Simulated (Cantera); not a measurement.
Boron, boron nitride and boron oxide: borazine + O2 + H2

Feed: 1 mol borazine, 0.11 mol O2, 61 mol H2.

Equilibrium computed with Cantera from the NASA thermochemical tables; the gas is ideal and each condensed phase is pure. Candidate condensed phases: B, BN, B2O3, B3O3H3, H2O; 39 gas species. The feed counts by its element totals alone. Mutual solubility and eutectic melting of coexisting phases are not modelled. Equilibrium is a limit: real reactors are often held back by kinetics, nucleation or transport.

Stable condensed phases:

```
T in K \ P in Pa
             10     37    140    520   1900   7200  27000 100000
   1925       A      A      A      B      B      C      C      C
   1900       A      A      B      B      C      C      C      C
   1875       A      A      B      B      C      C      C      C
   1850       A      A      B      B      C      C      C      C
   1825       A      B      B      C      C      C      C      C
   1800       A      B      B      C      C      C      C      C
   1775       A      B      B      C      C      C      C      C
   1750       B      B      C      C      C      C      C      C
   1725       B      B      C      C      C      C      C      C
   1700       B      C      C      C      C      C      C      C
   1675       B      C      C      C      C      C      C      C
   1650       B      C      C      C      C      C      C      C
```

A: B; B: B + BN; C: BN.
